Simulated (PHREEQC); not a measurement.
Solution (25 °C): 4.5e-05 mol/kgw K3PO4. Closed to the air; pH follows from the charge balance.

All values are PHREEQC results (ion-association model, wateq4f.dat), not measurements.

No solid was allowed to form.

Problem. Predict the pH, ionic strength.

Solution. pH 9.65; ionic strength 0.000180 mol/kgw.

H3PO4, which wateq4f.dat lacks, is added to it with the constant of phreeqc.dat.
